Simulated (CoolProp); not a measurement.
Dimethyl carbonate along the isobar 63.4 bar: density (kg/m³) from the reference equation and from simpler models built on Tc = 283.9 °C, pc = 49.09 bar, ω = 0.346; each cubic takes its own stable root.

Computed with CoolProp (reference Helmholtz-energy equation of state, Zhou 2011).

```json
[
 {"T (°C)": "50.15", "phase": "liquid", "reference": "[?]", "Redlich-Kwong": "891.2", "Peng-Robinson": "1040"},
 {"T (°C)": "75.35", "phase": "liquid", "reference": "1003", "Redlich-Kwong": "[?]", "Peng-Robinson": "1012"},
 {"T (°C)": "100.45", "phase": "liquid", "reference": "[?]", "Redlich-Kwong": "[?]", "Peng-Robinson": "981.0"},
 {"T (°C)": "125.65", "phase": "liquid", "reference": "[?]", "Redlich-Kwong": "799.2", "Peng-Robinson": "946.2"},
 {"T (°C)": "150.75", "phase": "liquid", "reference": "896.0", "Redlich-Kwong": "763.3", "Peng-Robinson": "906.8"},
 {"T (°C)": "175.95", "phase": "liquid", "reference": "856.0", "Redlich-Kwong": "723.7", "Peng-Robinson": "[?]"},
 {"T (°C)": "201.05", "phase": "liquid", "reference": "812.7", "Redlich-Kwong": "679.6", "Peng-Robinson": "808.7"},
 {"T (°C)": "226.25", "phase": "liquid", "reference": "763.3", "Redlich-Kwong": "629.2", "Peng-Robinson": "[?]"},
 {"T (°C)": "251.35", "phase": "liquid", "reference": "703.3", "Redlich-Kwong": "569.6", "Peng-Robinson": "666.3"},
 {"T (°C)": "276.55", "phase": "liquid", "reference": "615.4", "Redlich-Kwong": "492.6", "Peng-Robinson": "556.9"},
 {"T (°C)": "301.65", "phase": "supercritical", "reference": "[?]", "Redlich-Kwong": "371.0", "Peng-Robinson": "358.4"},
 {"T (°C)": "326.85", "phase": "supercritical", "reference": "212.2", "Redlich-Kwong": "225.6", "Peng-Robinson": "212.6"}
]
```

### Question
Some entries are withheld; supply them.

### Answer

- 50.15, reference: 1036
- 75.35, Redlich-Kwong: 862.8
- 100.45, reference: 968.9
- 100.45, Redlich-Kwong: 832.3
- 125.65, reference: 933.3
- 175.95, Peng-Robinson: 861.4
- 226.25, Peng-Robinson: 745.3
- 301.65, reference: 387.3
